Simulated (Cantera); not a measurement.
Cantera with NASA thermochemical tables; ideal gases at 1 bar, condensed phases pure. Values are per mole of reaction as written; species without (g) are pure solids or liquids, kept so even where they would boil at 1 bar.

### Question
Between 300 and 573 K, where is each reaction favourable under standard conditions?
- 2 Cs + Cl2(g) = 2 CsCl
- 0.6667 Fe + Cl2(g) = 0.6667 FeCl3(g)
- Fe + Cl2(g) = FeCl2

### Answer
- 2 Cs + Cl2(g) = 2 CsCl: ΔG° is -828 kJ at 300 K and -773 kJ at 573 K; it stays negative (K > 1). ΔH° is -887 kJ and ΔS° -198 J/K at 573 K.
- 0.6667 Fe + Cl2(g) = 0.6667 FeCl3(g): ΔG° is -165 kJ at 300 K and -162 kJ at 573 K; it stays negative (K > 1). ΔH° is -169 kJ and ΔS° -12 J/K at 573 K.
- Fe + Cl2(g) = FeCl2: ΔG° is -302 kJ at 300 K and -268 kJ at 573 K; it stays negative (K > 1). ΔH° is -337 kJ and ΔS° -122 J/K at 573 K.
